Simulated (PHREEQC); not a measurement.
## Alkaline etch or developer: an equilibrium model

Make-up at 25 °C: 0.0015 mol KOH and 0.0015 mol NaAlO2 per kg of water. Closed to the air; pH follows from the charge balance.

All values are PHREEQC results (ion-association model, phreeqc.dat), not measurements.

Each row changes one thing in this solution. No solid was allowed to form.

```tsv
case	pH	ionic strength (mol/kgw)	Al(OH)3 (mol/kgw)	SI of Gibbsite (Al(OH)3)
as made	11.14	0.00300	5.37e-9	+0.56
diluted 100-fold with water	9.17	___	5.37e-9	+0.56
2.9e-05 mol/kgw NH3 added	11.14	0.00300	5.37e-9	+0.56
KOH from 0.0015 to 0.0003 mol/kgw	10.45	0.00180	2.68e-8	+1.26
KOH left out	8.44	0.00150	2.76e-6	+3.27
4.7e-05 mol/kgw NaCl added	11.14	0.00305	5.37e-9	+0.56
diluted 5-fold with water	10.46	0.000600	5.37e-9	+0.56
KOH from 0.0015 to 0.00015 mol/kgw	10.15	0.00165	5.37e-8	+1.56
temperature from 25 to 10 °C	11.68	0.00300	___	+0.79
```

Q: Complete the blanks.

A: 
- diluted 100-fold with water, ionic strength (mol/kgw): 3.00e-5
- temperature from 25 to 10 °C, Al(OH)3 (mol/kgw): 1.79e-9

Some of these states are supersaturated (in Gibbsite (slow to form), Al(OH)3(a), for instance). Away from 25 °C the constants follow the database's enthalpies or fits; those with neither stay at their 25 °C values.
